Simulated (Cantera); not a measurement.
A closed system holds: 1 mol Nb, 3.6 mol O2, 7.4 mol H2O, held at 0.390 Pa.

These are equilibrium values from Cantera (NASA tables, ideal gas, pure condensed phases), not measurements of a reactor. Candidate condensed phases: H2O, Nb, NbO, NbO2, Nb2O5; 12 gas species. Condensed phases not in the tables: the oxides between NbO2 and Nb2O5. Equilibrium is a limit: real reactors are often held back by kinetics, nucleation or transport. All values below are at 1450 °C.

Base state: H2O 0.696, O2 0.232, OH 0.0258, H2 0.0186, O 0.0139, H 0.0126, NbO2 0.000383 (mole fractions); condensed: Nb2O5(s).

Q: What changes in the equilibrium state with this change: Nb replaced by Ta(OEt)5?

A: 
| species | before | after |
|---|---|---|
| H2 | 0.0186 | 0.423 |
| CO | 0 | 0.287 |
| H2O | 0.696 | 0.191 |
| CO2 | 0 | 0.0370 |
| O2 | 0.232 | 3.41e-5 |
| O | 0.0139 | 0.000168 |
| OH | 0.0258 | 0.00149 |
| H | 0.0126 | 0.0600 |
| TaO2 | 0 | 3.03e-5 |
| NbO2 | 0.000383 | 0 |
| Nb2O5(s), mol | 0.498 | 0 |
| Ta2O5(s), mol | 0 | 0.500 |
The feed counts by its element totals alone. Further candidate phases: C, C6H6, C7H8, C8H18, Ta, TaC, Ta2O5.

Q: What changes in the equilibrium state with this change: pressure from 0.390 Pa to 1 atm?

A: 
```tsv
species	before	after
H2O	0.696	0.758
O2	0.232	0.241
OH	0.0258	0.00120
H2	0.0186	3.91e-5
H	0.0126	1.13e-6
O	0.0139	2.77e-5
NbO2	0.000383	<1e-9
Nb2O5(s), mol	0.498	0.500
```
